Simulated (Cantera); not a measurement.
What does this Cantera script print?

```python
import numpy as np
import cantera as ct

gas = ct.Solution("gri30.yaml")
gas.TPX = 2125, 2666, {'NO': 1.6, 'N2': 2.1}
reactor = ct.IdealGasConstPressureReactor(gas, energy="off", clone=False)
net = ct.ReactorNet([reactor])
net.rtol, net.atol = 1e-08, 1e-18
show = ['NO', 'O2', 'O', 'N2O', 'N2', 'NO2']
times = np.geomspace(0.0002, 30, 14)

steps = ct.SolutionArray(gas, extra=["t"])
rows = []
print(f"{'t/s':>10s}{'T/K':>9s}{'P/Pa':>11s}" + "".join(f"{s:>11s}" for s in show))
for t in times:
    while net.time < t:
        t_next = net.step()
        steps.append(gas.state, t=t_next)
    rows.append([np.interp(t, steps.t, y) for y in (steps.T, steps.P, *steps(*show).X.T)])
    print(f"{t:10.3e}{rows[-1][0]:9.1f}{rows[-1][1]:11.4g}" + "".join(f"{x:11.3e}" for x in rows[-1][2:]))
rate = np.gradient(steps.T, steps.t)
print("integrator steps:", len(steps.t))
if steps.T.max() > steps.T[0] + 200:
    print(f"time of steepest temperature rise: {steps.t[rate.argmax()]:.4e} s")
gas.TPX = 2125, 2666, {'NO': 1.6, 'N2': 2.1}
gas.equilibrate("TP")
print(f"equilibrium (TP): T = {gas.T:.1f} K  " + "  ".join(f"{s} {gas[s].X[0]:.3e}" for s in show))
```

Output:

```
       t/s      T/K       P/Pa         NO         O2          O        N2O         N2        NO2
 2.000e-04   2125.0       2666  4.324e-01  8.476e-09  2.755e-06  2.683e-06  5.676e-01  5.473e-09
 5.003e-04   2125.0       2666  4.324e-01  5.365e-08  7.014e-06  6.568e-06  5.676e-01  3.152e-08
 1.251e-03   2125.0       2666  4.324e-01  3.467e-07  1.830e-05  1.558e-05  5.676e-01  1.640e-07
 3.130e-03   2125.0       2666  4.323e-01  2.343e-06  5.005e-05  3.424e-05  5.676e-01  7.123e-07
 7.828e-03   2125.0       2666  4.322e-01  1.703e-05  1.445e-04  6.324e-05  5.676e-01  2.491e-06
 1.958e-02   2125.0       2666  4.316e-01  1.294e-04  4.029e-04  8.382e-05  5.678e-01  6.767e-06
 4.898e-02   2125.0       2666  4.296e-01  8.594e-04  8.678e-04  7.869e-05  5.686e-01  1.264e-05
 1.225e-01   2125.0       2666  4.228e-01  4.005e-03  1.265e-03  6.984e-05  5.718e-01  1.777e-05
 3.064e-01   2125.0       2666  4.031e-01  1.364e-02  1.629e-03  5.943e-05  5.816e-01  2.481e-05
 7.664e-01   2125.0       2666  3.469e-01  4.132e-02  2.327e-03  3.928e-05  6.094e-01  3.499e-05
 1.917e+00   2125.0       2666  2.111e-01  1.085e-01  3.453e-03  1.243e-05  6.769e-01  3.468e-05
 4.795e+00   2125.0       2666  5.576e-02  1.857e-01  4.395e-03  8.316e-07  7.542e-01  1.209e-05
 1.199e+01   2125.0       2666  1.321e-02  2.068e-01  4.626e-03  1.101e-07  7.754e-01  3.027e-06
 3.000e+01   2125.0       2666  1.051e-02  2.081e-01  4.641e-03  9.502e-08  7.767e-01  2.417e-06
integrator steps: 931
equilibrium (TP): T = 2125.0 K  NO 1.050e-02  O2 2.081e-01  O 4.641e-03  N2O 9.498e-08  N2 7.767e-01  NO2 2.415e-06
```

Computed with Cantera and GRI-Mech 3.0 (53 species, 325 reactions). Radical loss at walls, strong at low pressure, is not modelled.
